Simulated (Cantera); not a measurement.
Input (Python, Cantera) and output of one run.

```python
import numpy as np
import cantera as ct

gas_names = """
    H H2 Hg N NH NH2 NH3 N2 N2H2 N2H4
""".split()
cond_names = """
    Hg(cr) Hg(L)
""".split()


# ... load() reads the species with a 1 bar reference pressure and builds the phases ...
atoms = {
    'Hg': {'Hg': 1},
    'H2': {'H': 2},
    'N2': {'N': 2},
}
top_T = {}  # K; cautious upper limits of use, not melting points


# ... equilibrate(T, P, feed) seeds the gas with the atoms and calls Mixture.equilibrate('TP', solver="vcs", rtol=1e-11, max_steps=5000) ...
results = []
feed = {'Hg': 1, 'H2': 0.12, 'N2': 4.4}  # mol
T = 523  # K
P = 10000  # Pa
mix = equilibrate(T, P, feed)
results.append((T, P, feed, dict(zip(mix.species_names, mix.species_moles))))
x = sorted(zip(gas.X, gas.species_names), reverse=True)
print(f"T = {T:g} K  P = {P:g} Pa  gas = {mix.phase_moles(0):.4g} mol")
print("   x: " + "  ".join(f"{s} {v:.3e}" for v, s in x if v > 0.001))
print("   condensed (mol): " + ("  ".join(f"{mix.phase(i).name} {mix.phase_moles(i):.4g}"
      for i in range(1, mix.n_phases) if mix.phase_moles(i) > 1e-12) or "none"))
```

Output:

```
T = 523 K  P = 10000 Pa  gas = 5.52 mol
   x: N2 7.971e-01  Hg 1.812e-01  H2 2.166e-02
   condensed (mol): none
```

These are equilibrium values from Cantera (NASA tables, ideal gas, pure condensed phases), not measurements of a reactor.
